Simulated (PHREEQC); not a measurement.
Consider water at 70 °C with 0.007 mol HF, 0.024 mol NaF and 0.00036 mol H2SiF6 per kg of water. Closed to the air; pH follows from the charge balance.

The numbers come from PHREEQC with the ion-association model, phreeqc.dat.

Precipitation was switched off in this run.

Task: Estimate the pH.

Result: pH 3.99.

Task: In which forms is F present?

Result: F- 68 %, HF 21 %, SiF6-2 6.5 %, HF2- 4.1 %, NaF 0.7 % of the F.

At this temperature some constants are extrapolated from 25 °C, and those without enthalpy data are left unchanged. SiF6-2 is the database's only silicon fluoride.
